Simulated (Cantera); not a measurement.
Cantera run, input and output.

```python
import numpy as np
import cantera as ct

gas = ct.Solution("SiF4_NH3_mec.yaml", "gas")
gas.TPX = 2248, 11000, {'NH3': 1, 'H2': 0.14}
inlet = ct.Reservoir(gas, clone=True)

reactor = ct.IdealGasConstPressureReactor(gas, energy="off", clone=False)
exhaust = ct.Reservoir(gas, clone=True)
tau = [0.35, 0.21, 0.12, 0.074, 0.044, 0.026, 0.015, 0.0091, 0.0054, 0.0032][0]
for a, b in ((inlet, reactor), (reactor, exhaust)):
    ct.MassFlowController(a, b, mdot=lambda t: reactor.mass / tau)
net = ct.ReactorNet([reactor])
show = ['NH3', 'H2', 'NH', 'H', 'N2H2', 'N', 'N2H4']

rows = []
print(f"{'tau/s':>10s}{'T/K':>9s}" + "".join(f"{s:>11s}" for s in show))
for tau in [0.35, 0.21, 0.12, 0.074, 0.044, 0.026, 0.015, 0.0091, 0.0054, 0.0032]:
    net.initial_time = 0.0
    net.advance(30 * tau)
    before = gas.X
    net.advance(40 * tau)
    drift = np.max(np.abs(gas.X - before) / (gas.X + 1e-9))
    rows.append([gas.T, *gas[show].X, drift])
    print(f"{tau:10.3e}{gas.T:9.1f}" + "".join(f"{x:11.3e}" for x in gas[show].X))
```

It prints:

```
     tau/s      T/K        NH3         H2         NH          H       N2H2          N       N2H4
 3.500e-01   2248.0  4.319e-02  7.322e-01  3.395e-05  2.436e-03  5.902e-07  5.793e-06  1.726e-09
 2.100e-01   2248.0  7.246e-02  7.110e-01  3.942e-05  1.980e-03  1.015e-06  5.571e-06  3.402e-09
 1.200e-01   2248.0  1.216e-01  6.752e-01  4.601e-05  1.582e-03  1.788e-06  5.388e-06  6.775e-09
 7.400e-02   2248.0  1.825e-01  6.306e-01  5.188e-05  1.295e-03  2.837e-06  5.222e-06  1.170e-08
 4.400e-02   2248.0  2.692e-01  5.670e-01  5.786e-05  1.029e-03  4.491e-06  4.997e-06  1.984e-08
 2.600e-02   2248.0  3.760e-01  4.886e-01  6.289e-05  7.996e-04  6.797e-06  4.699e-06  3.139e-08
 1.500e-02   2248.0  4.964e-01  4.002e-01  6.641e-05  6.044e-04  9.789e-06  4.309e-06  4.631e-08
 9.100e-03   2248.0  5.992e-01  3.246e-01  6.779e-05  4.669e-04  1.271e-05  3.897e-06  6.078e-08
 5.400e-03   2248.0  6.886e-01  2.590e-01  6.752e-05  3.612e-04  1.552e-05  3.443e-06  7.480e-08
 3.200e-03   2248.0  7.555e-01  2.099e-01  6.591e-05  2.875e-04  1.764e-05  3.006e-06  8.595e-08
```

Computed with Cantera and the gas-phase N/H chemistry of the illustrative SiF4/NH3 mechanism in the Surface Chemkin manual (1991). Walls and surfaces, which speed up NH3 decomposition in real reactors, are not modelled.
